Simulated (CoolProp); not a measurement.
Vapour-liquid equilibrium of ammonia (1) + n-butane (2) at 353.4 K; x and y are mole fractions of (1).

Computed with CoolProp (multi-fluid Helmholtz-energy mixture model, Gao 2020 and Bücker 2006; pair parameters Bell 2016).

Give the bubble pressure and the first vapour's composition at x = 0.05, 0.35, 0.55. Is there an azeotrope?

x = 0.05: 1.554 MPa, y = 0.309; x = 0.35: 3.760 MPa, y = 0.688; x = 0.55: 4.311 MPa, y = 0.738. y crosses x between x = 0.75 and 0.85: the model has an azeotrope there.

Pair parameters are fitted to limited data, so mixtures are less certain than the pure fluids. With so large a gap from Raoult's law the liquid may split in two, which this calculation doesn't test in full.
